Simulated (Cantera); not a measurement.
Feed: 1 mol AlI3, 0.69 mol NH3, 230 mol H2, at 0.000760 bar.

Cantera equilibrium calculation (NASA polynomials, part measured and part estimated; ideal gas, pure solids and liquids). Candidate condensed phases: Al, AlI3, AlN, I2; 19 gas species. Rates play no part.

Q: What share of the Al ends up in condensed phases as a function of T (K), at 700, 850, 1000, 1150, 1300, 1450, 1600?

A: 
```csv
T (K),Al condensed (%),as
700,69.0,AlN(s)
850,69.0,AlN(s)
1000,69.0,AlN(s)
1150,69.0,AlN(s)
1300,58.8,AlN(s)
1450,0.0,-
1600,0.0,-
```
